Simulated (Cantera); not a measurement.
Source: NASA polynomial tables (part measured, part estimated), evaluated in Cantera. Values are per mole of reaction as written; species without (g) are pure solids or liquids, kept so even where they would boil at 1 bar.

**Question.** Between 998 and 1173 K, where is each reaction favourable under standard conditions?
- 2 H2O(g) + O2(g) + 4 Cs → 4 CsOH

**Answer.** 
- 2 H2O(g) + O2(g) + 4 Cs → 4 CsOH: ΔG° is -723 kJ at 998 K and -661 kJ at 1173 K; it stays negative (K > 1). ΔH° is -1065 kJ and ΔS° -344 J/K at 1173 K.
